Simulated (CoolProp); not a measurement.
Properties of R1233zd(E) along the isotherm 176.85 °C (Tc = 165.7 °C, pc = 3.583 MPa, ω = 0.304).

Model: reference Helmholtz-energy equation of state, Akasaka 2022, in CoolProp.

| p (MPa) | phase | density (kg/m³) | expansivity (1/kK) |
|---|---|---|---|
| 0.0566 | gas | 1.984 | 2.262 |
| 0.129 | gas | 4.553 | 2.315 |
| 0.293 | gas | 10.50 | 2.442 |
| 0.668 | gas | ? | ? |
| 1.52 | gas | 62.52 | ? |
| 3.46 | gas | 212.2 | 15.19 |
| 7.87 | supercritical | 823.1 | 5.990 |
| 17.9 | supercritical | ? | 2.693 |

Problem. Some entries are withheld; supply them.

Solution. 
- 0.668, density (kg/m³): 24.87
- 0.668, expansivity (1/kK): 2.777
- 1.52, expansivity (1/kK): 3.876
- 17.9, density (kg/m³): 963.7
